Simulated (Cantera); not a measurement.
An isothermal, constant-pressure homogeneous reactor starts with N2O : H2O = 1 : 0.14 (molar parts), at 1373 K and 0.0168 atm.

Detailed kinetics in Cantera: GRI-Mech 3.0 (53 species, 325 reactions). GRI-Mech 3.0 was tuned for natural gas; its chemistry of N2O as a main component is partial and can be far from experiment. Radical loss at walls, strong at low pressure, is not modelled. The mechanism lacks the step 2 NO + O2 → 2 NO2, which can matter for NO2 below about 1400 K. The temperature is held fixed by assumption; the heat of reaction is taken as removed at once.

**Question.** Predict: x(N2O) at 2.00 s; x(H2O) at 2.00 s; x(OH) at 2.00 s; x(H2) at 2.00 s; x(H2O2) at 2.00 s; x(H) at 2.00 s.

**Answer.** 
| Property | Value |
|---|---|
| x(N2O) at 2.00 s | 0.416 (gas-phase equilibrium 4.86e-9) |
| x(H2O) at 2.00 s | 0.103 (gas-phase equilibrium 0.0853) |
| x(OH) at 2.00 s | 0.000198 (gas-phase equilibrium 6.58e-5) |
| x(H2) at 2.00 s | 1.54e-6 (gas-phase equilibrium 3.54e-7) |
| x(H2O2) at 2.00 s | 8.77e-9 (gas-phase equilibrium 5.72e-10) |
| x(H) at 2.00 s | 1.62e-7 (gas-phase equilibrium 1.53e-8) |
